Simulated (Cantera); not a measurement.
An isothermal, constant-pressure homogeneous reactor starts with 1.96 % H2, 98.0 % O2, at 1373 K and 10.00 Torr.

Model: the H2/O2 subset of GRI-Mech 3.0, which has no nitrogen chemistry, integrated in Cantera. Radical loss at walls, strong at low pressure, is not modelled.

x: mole fraction; the columns are a selection and need not sum to one.

```csv
t (s),x H2,x O2,x O,x H2O,x H,x OH,x H2O2
0.000100,0.0196,0.980,2.78e-8,7.94e-9,1.08e-8,2.57e-8,9.07e-12
0.000286,0.0196,0.980,1.68e-7,1.15e-7,3.55e-8,1.43e-7,7.13e-11
0.000818,0.0196,0.980,3.81e-6,4.23e-6,6.66e-7,3.12e-6,5.25e-10
0.00234,0.0102,0.972,0.00601,0.00706,0.00103,0.00360,?
0.00669,0.000145,0.963,0.0162,0.0178,0.00107,0.00236,2.25e-8
0.0191,0.000136,0.964,0.0152,0.0179,0.000970,0.00229,2.21e-8
0.0548,0.000116,0.966,0.0127,0.0181,0.000750,0.00211,2.13e-8
0.157,7.64e-5,0.971,0.00824,0.0186,0.000393,0.00172,?
0.448,3.15e-5,0.976,0.00332,0.0191,0.000101,0.00111,?
1.28,7.63e-6,0.979,0.000792,0.0195,1.19e-5,0.000547,?
3.67,1.40e-6,0.980,0.000144,0.0197,9.31e-7,0.000235,?
10.5,2.68e-7,0.980,2.76e-5,0.0197,7.80e-8,0.000103,7.08e-10
30.0,7.46e-8,0.980,7.69e-6,0.0198,1.15e-8,5.42e-5,2.68e-10
```

Question: What belongs in the gaps?

Answer: 
- 0.00234, x H2O2: 4.45e-8
- 0.157, x H2O2: 1.88e-8
- 0.448, x H2O2: 1.35e-8
- 1.28, x H2O2: 6.79e-9
- 3.67, x H2O2: 2.39e-9
